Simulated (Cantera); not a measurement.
Charge: 1 mol B2O3, 3.6 mol N2, 2.7 mol H2, held at 0.000270 bar.

Cantera equilibrium calculation (NASA polynomials, part measured and part estimated; ideal gas, pure solids and liquids). Candidate condensed phases: B, BN, B2O3, B3O3H3, H2O; 39 gas species. Rates play no part. All values below are at 1875 K.

Base state: N2 0.481, H2 0.312, B2O3 0.0811, HBO2 0.0497, BO 0.0247, H 0.0223, HBO 0.0210, B2O2 0.00472 (mole fractions); condensed: gas only.

### Question
What changes in the equilibrium state with this change: H2 from 2.7 to 110 mol?

### Answer
```tsv
species	before	after
H2	0.312	0.912
H	0.0223	0.0381
N2	0.481	0.0307
B2O3	0.0811	0.000805
HBO2	0.0497	0.00504
BO	0.0247	0.00413
HBO	0.0210	0.00602
B2O2	0.00472	0.000132
BO2	0.000335	1.99e-5
OH	1.43e-5	8.69e-6
H2O	0.00258	0.00267
```
